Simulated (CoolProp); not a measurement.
Vapour-liquid equilibrium of R227EA (1) + isobutene (2) at 1.19 MPa; x and y are mole fractions of (1).

Values from CoolProp's multi-fluid Helmholtz-energy mixture model, Lemmon 2016 and Lemmon 2005; pair parameters Bell 2016.

```
x      bubble temperature, mixture model (K)  bubble temperature, Raoult's law (K)  y, mixture model  y, Raoult's law
-----  -------------------------------------  ------------------------------------  ----------------  ---------------
0.05                                   347.1                                 350.6             0.118            0.074
0.125                                  341.9                                 348.9             0.247            0.178
0.2                                    338.4                                 347.3             0.338            0.275
0.275                                  336.0                                 345.7             0.408            0.365
0.35                                   334.3                                 344.3             0.465            0.449
0.425                                  333.1                                 342.8             0.516            0.528
0.5                                    332.2                                 341.5             0.565            0.602
0.575                                  331.6                                 340.2             0.613            0.671
0.65                                   331.2                                 338.9             0.665            0.737
0.725                                  331.1                                 337.7             0.721            0.799
0.8                                    331.4                                 336.6             0.784            0.858
0.875                                  331.9                                 335.4             0.856            0.913
0.95                                   332.8                                 334.3             0.938            0.966
```

The largest gap from Raoult's law is -10.0 K in bubble temperature, at x = 0.35. y crosses x between x = 0.65 and 0.725: the model has an azeotrope there.

The pair parameters rest on a limited set of measurements; away from them the model extrapolates.
